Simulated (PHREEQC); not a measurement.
A solution holds 0.0032 mol NaH2PO4 and 0.0019 mol K2HPO4 per kg of water, at 10 °C. It is in equilibrium with CO2 at log p = -3.4 (atm). Otherwise closed; pH follows from the charge balance.

Computed with PHREEQC (ion-association model, phreeqc.dat).

```
quantity                   before    after
------------------------  -------  -------
pH                           6.87     6.29
ionic strength (mol/kgw)  0.00881  7.57e-5
H2PO4- (mol/kgw)          0.00326  4.58e-5
HPO4-2 (mol/kgw)          0.00182  5.17e-6
HCO3- (mol/kgw)           6.00e-5  1.43e-5
```

Problem. Name the change that produced these shifts.
A. diluted 100-fold with water
B. 0.0013 mol/kgw Ca(OH)2 added
C. K2HPO4 from 0.0019 to 0.00095 mol/kgw
D. temperature from 10 to 65 °C
E. K2HPO4 replaced by KNO3 at the same molality

Solution. A, diluted 100-fold with water

No solid was allowed to form. Constants without temperature data keep their 25 °C values here.
